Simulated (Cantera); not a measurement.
Gas-phase reforming

An isothermal, constant-pressure homogeneous reactor starts with CH₄ : H₂O : H₂ : N₂ = 1 : 0.56 : 0.17 : 0.073 (molar parts), at 1748 K and 1.60 bar.

Cantera simulation using GRI-Mech 3.0 (53 species, 325 reactions); the numbers are that mechanism's predictions, not measurements. GRI-Mech 3.0 stops at C3 and has no aromatics, soot or wall deposition, so with more carbon than oxygen in the feed, carbon stays in small species such as C2H2 where larger ones or solid carbon would form.

```csv
t (s),x CH₄,x H₂O,x H₂,x H,x H₂O₂
7.00e-6,0.554,0.310,0.0946,6.76e-6,<1e-12
2.81e-5,0.551,0.310,0.0959,1.54e-5,1.31e-12
0.000112,0.536,0.309,0.106,2.75e-5,3.35e-12
0.000451,0.466,0.297,0.165,4.45e-5,3.71e-12
0.00181,0.311,0.263,0.310,7.23e-5,2.51e-12
0.00724,0.146,0.224,0.466,0.000106,1.81e-12
0.0290,0.0551,0.185,0.564,0.000134,1.36e-12
0.116,0.0341,0.126,0.625,0.000145,<1e-12
0.466,0.0261,0.0500,0.689,0.000151,<1e-12
1.87,0.0208,0.00566,0.726,0.000155,<1e-12
7.49,0.0201,7.33e-6,0.730,0.000155,<1e-12
30.0,0.0201,2.83e-6,0.731,0.000155,<1e-12
```
x: mole fraction; the columns are a selection and need not sum to one.

Equilibrium at this temperature and pressure: CH₄ 0.0188, H₂O 3.04e-6, H₂ 0.732, H 0.000156, H₂O₂ <1e-12 (gas phase only).
